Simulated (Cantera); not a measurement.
A closed system holds: 1 mol HCl, 0.092 mol O₂, equilibrated at 1550 K and 6.50 bar.

These are equilibrium values from Cantera (NASA tables, ideal gas, pure condensed phases), not measurements of a reactor. Candidate condensed phases: H₂O; 14 gas species. Equilibrium is a limit: real reactors are often held back by kinetics, nucleation or transport.

Base state: HCl 0.768, H₂O 0.0927, Cl₂ 0.0880, O₂ 0.0412, Cl 0.00942, HOCl 0.000131, ClO 0.000113, OH 4.79e-5 (mole fractions); condensed: gas only.

Q: What changes in the equilibrium state with this change: pressure from 6.50 bar to 96.0 Pa?

A: 
| species | before | after |
|---|---|---|
| HCl | 0.768 | 0.772 |
| Cl | 0.00942 | 0.114 |
| H₂O | 0.0927 | 0.0589 |
| Cl₂ | 0.0880 | 0.00192 |
| O₂ | 0.0412 | 0.0523 |
| O | 6.23e-7 | 5.77e-5 |
| HOCl | 0.000131 | 1.80e-6 |
| H₂ | 6.47e-7 | 3.00e-5 |

Q: What changes in the equilibrium state with this change: temperature from 1550 K to 1625 K?

A: 
```json
[
 {"species": "HCl", "before": "0.768", "after": "0.775"},
 {"species": "H₂O", "before": "0.0927", "after": "0.0867"},
 {"species": "Cl₂", "before": "0.0880", "after": "0.0796"},
 {"species": "Cl", "before": "0.00942", "after": "0.0141"},
 {"species": "O₂", "before": "0.0412", "after": "0.0438"},
 {"species": "OH", "before": "4.79e-5", "after": "8.42e-5"},
 {"species": "ClO", "before": "0.000113", "after": "0.000159"},
 {"species": "HOCl", "before": "0.000131", "after": "0.000145"}
]
```
